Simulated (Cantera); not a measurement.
**Adiabatic ignition**

An adiabatic, constant-pressure homogeneous reactor starts with 10.6 % H2, 9.29 % O2, 77.1 % N2, 2.97 % H2O, at 1600 K and 7.90 atm.

Cantera simulation using the H2/O2 subset of GRI-Mech 3.0, which has no nitrogen chemistry; the numbers are that mechanism's predictions, not measurements. The hydrogen kinetics of GRI-Mech 3.0 are dated; newer H2 mechanisms differ, most at raised pressure.

| t (s) | T (K) | x H2 | x O2 | x H2O | x HO2 | x H |
|---|---|---|---|---|---|---|
| 9.00e-6 | 2246 | 0.00361 | 0.0407 | 0.134 | 1.67e-5 | 0.00147 |
| 2.59e-5 | 2305 | 0.000843 | 0.0412 | 0.140 | 5.89e-6 | 0.000160 |
| 7.44e-5 | 2312 | 0.000550 | 0.0413 | 0.141 | 4.98e-6 | 8.64e-5 |
| 0.000214 | 2312 | 0.000548 | 0.0413 | 0.141 | 4.97e-6 | 8.60e-5 |
| 0.000615 | 2312 | 0.000548 | 0.0413 | 0.141 | 4.97e-6 | 8.60e-5 |
| 0.00177 | 2312 | 0.000548 | 0.0413 | 0.141 | 4.97e-6 | 8.60e-5 |
| 0.00509 | 2312 | 0.000548 | 0.0413 | 0.141 | 4.97e-6 | 8.60e-5 |
| 0.0146 | 2312 | 0.000548 | 0.0413 | 0.141 | 4.97e-6 | 8.60e-5 |
| 0.0421 | 2312 | 0.000548 | 0.0413 | 0.141 | 4.97e-6 | 8.60e-5 |
| 0.121 | 2312 | 0.000548 | 0.0413 | 0.141 | 4.97e-6 | 8.60e-5 |
| 0.348 | 2312 | 0.000548 | 0.0413 | 0.141 | 4.97e-6 | 8.60e-5 |
| 1.00 | 2312 | 0.000548 | 0.0413 | 0.141 | 4.97e-6 | 8.60e-5 |
x: mole fraction; the columns are a selection and need not sum to one.

```yaml
time_of_steepest_temperature_rise: 2.56 µs
temperature at 1.00 s: 2312 K
equilibrium_temperature: 2312 K
x(H2) at 1.00 s: 0.000548 (gas-phase equilibrium 0.000548)
x(O2) at 1.00 s: 0.0413 (gas-phase equilibrium 0.0413)
x(H2O) at 1.00 s: 0.141 (gas-phase equilibrium 0.141)
```
